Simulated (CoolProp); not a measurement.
Tetradecamethylhexasiloxane (MD4M) along the isobar 3.59 MPa: fugacity coefficient from the reference equation and from simpler models built on Tc = 653.2 K, pc = 0.8286 MPa, ω = 0.800; each cubic takes its own stable root.

Values from CoolProp's reference Helmholtz-energy equation of state, Thol 2019.

```
T (K)   phase  reference
-----  ------  ---------
400.1  liquid  0.0006771
423.1  liquid   0.001865
446.1  liquid   0.004422
469.1  liquid   0.009257
492    liquid    0.01742
515    liquid    0.03014
538    liquid    0.04841
561    liquid    0.07302
```

### Question
How far does each simpler model (van der Waals, Redlich-Kwong, Soave-Redlich-Kwong, Peng-Robinson) lie from the reference over these 8 states: mean and median of the absolute difference, and the worst?

### Answer
- van der Waals: mean 2219.7 %, median 925.1 %, worst +8876.5 % at 400.1 K and 3.59 MPa
- Redlich-Kwong: mean 539.6 %, median 325.6 %, worst +1694.4 % at 400.1 K and 3.59 MPa
- Soave-Redlich-Kwong: mean 9.9 %, median 8.9 %, worst +16.7 % at 400.1 K and 3.59 MPa
- Peng-Robinson: mean 7.4 %, median 4.0 %, worst +23.4 % at 400.1 K and 3.59 MPa
